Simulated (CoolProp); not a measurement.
Vapour-liquid equilibrium of R1234yf (1) + R227EA (2) at 1090 kPa; x and y are mole fractions of (1).

The numbers come from the multi-fluid Helmholtz-energy mixture model, Lemmon 2022 and Lemmon 2016; pair parameters Bell 2016 in CoolProp.

Problem. Give the bubble temperature and the first vapour's composition at x = 0.275, 0.5, 0.575. Is there an azeotrope?

Solution. x = 0.275: 325.8 K, y = 0.326; x = 0.5: 322.5 K, y = 0.561; x = 0.575: 321.5 K, y = 0.634. No azeotrope shows between x = 0.05 and 0.95.

Pair parameters are fitted to limited data, so mixtures are less certain than the pure fluids.
